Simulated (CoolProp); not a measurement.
Computed with CoolProp (reference Helmholtz-energy equation of state, Platzer 1990). This equation is an older, rougher fit; its heat capacities, sound speeds and derivatives of the liquid may be far off and weren't checked against measurements.

Question: Give the vapour pressure (bar), enthalpy of vaporisation (kJ/kg), liquid viscosity (µPa s) of saturated CF4 (R14) at 170.4, 175.6 K.

Answer: 
```json
[
 {"T (K)": "170.4", "p (bar)": "4.49", "enthalpy of vaporisation (kJ/kg)": "118", "liquid viscosity (µPa s)": "154"},
 {"T (K)": "175.6", "p (bar)": "5.76", "enthalpy of vaporisation (kJ/kg)": "114", "liquid viscosity (µPa s)": "142"}
]
```

Viscosity comes from a separate model (Huber 2003), an estimate that may be off by 10 % or more.
